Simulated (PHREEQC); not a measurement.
Make-up at 10 °C: 0.18 mol/kgw NaOH. Closed to the air; pH follows from the charge balance.

The numbers come from PHREEQC with the ion-association model, phreeqc.dat.

```json
{
  "pH": "13.65",
  "ionic_strength": "0.180 mol/kgw",
  "activity_of_water": "0.994",
  "specific_conductance": "24300 µS/cm",
  "density": "1.008 g/cm³",
  "total_alkalinity": "180 meq/kg"
}
```

| species | molality | activity | log γ |
|---|---|---|---|
| OH- | 0.180 | 0.130 | -0.142 |
| Na+ | 0.180 | 0.137 | -0.120 |

Precipitation was switched off in this run. Species that the database lacks are ignored. Away from 25 °C the constants follow the database's enthalpies or fits; those with neither stay at their 25 °C values.
